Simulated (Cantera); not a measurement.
Cantera run, input and output.

```python
import numpy as np
import cantera as ct

gas = ct.Solution("gri30.yaml")
gas.TPX = 323, 500000, {'CH4': 1, 'C2H6': 0.66, 'C3H8': 0.034, 'O2': 3.45, 'N2': 13}
flame = ct.FreeFlame(gas, width=0.013)
flame.set_refine_criteria(ratio=3, slope=0.08, curve=0.16)
flame.transport_model = "mixture-averaged"
flame.solve(loglevel=0, auto=True)
z, T = flame.grid, flame.T
thick = (T[-1] - T[0]) / np.gradient(T, z).max()
show = ['CH4', 'C2H6', 'C3H8', 'H', 'NO2', 'CH2CO']
print(f"laminar burning velocity  {flame.velocity[0] * 100:.3f} cm/s")
print(f"burnt temperature         {T[-1]:.1f} K")
print(f"thermal thickness         {thick * 1e3:.4f} mm")
print(f"grid points               {len(z)}")
z0 = z[flame.heat_release_rate.argmax()]
print(f"{'z/mm':>9s}{'T/K':>9s}{'u/(m/s)':>9s}" + "".join(f"{s:>11s}" for s in show))
rows = []
for k in (-3, -2, -1.5, -1, -0.5, -0.25, 0, 0.25, 0.5, 1, 2, 4, 8):
    zz = z0 + k * thick
    rows.append([k * thick, np.interp(zz, z, T), np.interp(zz, z, flame.velocity),
                 *(np.interp(zz, z, flame.X[gas.species_index(s)]) for s in show)])
    print(f"{rows[-1][0] * 1e3:9.3f}{rows[-1][1]:9.1f}{rows[-1][2]:9.3f}" + "".join(f"{x:11.3e}" for x in rows[-1][3:]))
```

It prints:

```
laminar burning velocity  17.609 cm/s
burnt temperature         2101.9 K
thermal thickness         0.1747 mm
grid points               138
     z/mm      T/K  u/(m/s)        CH4       C2H6       C3H8          H        NO2      CH2CO
   -0.524    323.2    0.176  5.502e-02  3.632e-02  1.871e-03  3.472e-19  2.448e-10  2.414e-09
   -0.349    326.9    0.179  5.470e-02  3.619e-02  1.865e-03  2.396e-17  1.010e-08  1.855e-07
   -0.262    345.7    0.190  5.386e-02  3.592e-02  1.855e-03  1.079e-15  8.019e-08  2.085e-06
   -0.175    484.9    0.271  4.946e-02  3.400e-02  1.799e-03  4.622e-12  8.656e-07  4.062e-05
   -0.087   1025.5    0.590  3.352e-02  2.095e-02  1.237e-03  2.486e-06  2.951e-06  4.400e-04
   -0.044   1455.2    0.852  2.006e-02  6.992e-03  4.152e-04  1.061e-04  7.026e-07  9.658e-04
    0.000   1828.0    1.082  6.946e-03  3.352e-04  5.500e-06  8.513e-04  3.021e-08  6.057e-04
    0.044   2000.0    1.184  1.439e-03  6.937e-06  5.057e-09  1.774e-03  5.506e-09  8.144e-05
    0.087   2052.8    1.213  3.387e-04  3.793e-07  5.380e-11  1.994e-03  2.577e-09  1.465e-05
    0.175   2078.8    1.225  4.339e-05  5.431e-09  8.702e-14  1.656e-03  1.500e-09  1.956e-06
    0.349   2090.5    1.231  5.076e-06  5.430e-11  1.018e-16  1.098e-03  1.184e-09  2.204e-07
    0.699   2097.3    1.234  7.257e-07  6.081e-13  2.532e-19  6.470e-04  9.327e-10  1.984e-08
    1.398   2100.6    1.236  1.516e-07  1.845e-14  3.904e-21  3.944e-04  7.453e-10  2.156e-09
```

Model: GRI-Mech 3.0 (53 species, 325 reactions), integrated in Cantera. Burning velocities carry a grid error of a few per cent, more on coarse grids.
